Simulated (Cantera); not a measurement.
A Cantera script and its output.

```python
import numpy as np
import cantera as ct

gas = ct.Solution("gri30.yaml")
gas.TPX = 550, 240000, {'CH4': 1, 'O2': 1.54, 'N2': 5.78}
flame = ct.FreeFlame(gas, width=0.022)
flame.set_refine_criteria(ratio=3, slope=0.08, curve=0.16)
flame.transport_model = "unity-Lewis-number"
flame.solve(loglevel=0, auto=True)
z, T = flame.grid, flame.T
thick = (T[-1] - T[0]) / np.gradient(T, z).max()
show = ['CH4', 'O2', 'HO2', 'HCN', 'NO', 'H']
print(f"laminar burning velocity  {flame.velocity[0] * 100:.3f} cm/s")
print(f"burnt temperature         {T[-1]:.1f} K")
print(f"thermal thickness         {thick * 1e3:.4f} mm")
print(f"grid points               {len(z)}")
z0 = z[flame.heat_release_rate.argmax()]
print(f"{'z/mm':>9s}{'T/K':>9s}{'u/(m/s)':>9s}" + "".join(f"{s:>11s}" for s in show))
rows = []
for k in (-3, -2, -1.5, -1, -0.5, -0.25, 0, 0.25, 0.5, 1, 2, 4, 8):
    zz = z0 + k * thick
    rows.append([k * thick, np.interp(zz, z, T), np.interp(zz, z, flame.velocity),
                 *(np.interp(zz, z, flame.X[gas.species_index(s)]) for s in show)])
    print(f"{rows[-1][0] * 1e3:9.3f}{rows[-1][1]:9.1f}{rows[-1][2]:9.3f}" + "".join(f"{x:11.3e}" for x in rows[-1][3:]))
```

Result:

```
laminar burning velocity  37.383 cm/s
burnt temperature         2232.0 K
thermal thickness         0.3026 mm
grid points               138
     z/mm      T/K  u/(m/s)        CH4         O2        HO2        HCN         NO          H
   -0.908    551.1    0.375  1.201e-01  1.850e-01  4.259e-08  2.878e-08  3.332e-08  3.443e-15
   -0.605    561.4    0.382  1.193e-01  1.839e-01  4.303e-07  2.874e-07  3.373e-07  9.444e-13
   -0.454    594.6    0.405  1.169e-01  1.806e-01  1.740e-06  1.127e-06  1.373e-06  5.215e-11
   -0.303    751.6    0.514  1.048e-01  1.641e-01  8.650e-06  5.216e-06  7.126e-06  2.257e-08
   -0.151   1248.9    0.871  6.382e-02  1.080e-01  3.295e-05  1.916e-05  3.175e-05  7.796e-06
   -0.076   1647.5    1.169  3.000e-02  6.092e-02  5.246e-05  3.127e-05  5.487e-05  2.019e-04
    0.000   2006.8    1.447  4.295e-03  1.789e-02  1.861e-05  4.490e-05  8.629e-05  2.876e-03
    0.076   2129.9    1.540  1.528e-04  3.312e-03  2.378e-06  3.543e-05  1.280e-04  6.506e-03
    0.151   2158.9    1.559  5.889e-06  1.099e-03  9.492e-07  1.864e-05  1.524e-04  6.493e-03
    0.303   2185.3    1.575  6.009e-08  4.566e-04  4.422e-07  5.989e-06  1.682e-04  4.856e-03
    0.605   2207.9    1.588  4.611e-10  1.819e-04  1.654e-07  1.317e-06  1.745e-04  3.026e-03
    1.210   2222.5    1.597  5.137e-12  6.263e-05  4.774e-08  2.480e-07  1.760e-04  1.757e-03
    2.421   2229.5    1.601  1.301e-12  2.524e-05  1.584e-08  4.890e-08  1.752e-04  1.125e-03
```

Cantera simulation using GRI-Mech 3.0 (53 species, 325 reactions); the numbers are that mechanism's predictions, not measurements. Unity Lewis numbers drop preferential diffusion, which matters most where H2 and H carry the flame. Burning velocities carry a grid error of a few per cent, more on coarse grids.
